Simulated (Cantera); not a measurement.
An isothermal plug-flow reactor at 923 K and 0.760 bar (inlet), inlet velocity 7.8 m/s, active area per volume 580 1/m; feed CO : O₂ : N₂ = 0.027 : 0.056 : 0.79 (molar parts), equivalence ratio 0.24.

Model: Deutschmann's 1995 Pt surface mechanism with GRI-Mech 3.0 gas chemistry, integrated in Cantera. Catalytic surfaces can have several steady states; this one follows from the mechanism file's or the stated starting coverage. Mass transfer to the wall is taken as infinitely fast.

x: gas mole fraction; θ: surface coverage.

```csv
z (m),x CO,x O₂,x H₂O,x CO₂,θ free Pt,θ O*,θ CO*
0.00049,0.0251,0.0614,<1e-12,0.00594,0.400,0.00942,0.590
0.0011,?,0.0571,<1e-12,?,?,?,?
0.0023,0.00124,0.0500,<1e-12,0.0302,0.191,0.809,0.000593
0.0049,0.000177,0.0495,<1e-12,0.0312,0.165,0.834,6.19e-5
0.011,?,0.0494,<1e-12,0.0314,0.163,0.837,?
0.023,1.05e-9,0.0494,<1e-12,0.0314,0.162,0.838,3.52e-10
0.049,<1e-12,0.0494,<1e-12,0.0314,0.162,0.838,<1e-12
```

Question: Fill in the missing entries.

Answer: 
- 0.0011, x CO: 0.0162
- 0.0011, x CO₂: 0.0150
- 0.0011, θ free Pt: 0.477
- 0.0011, θ O*: 0.0145
- 0.0011, θ CO*: 0.508
- 0.011, x CO: 3.00e-6
- 0.011, θ CO*: 1.01e-6
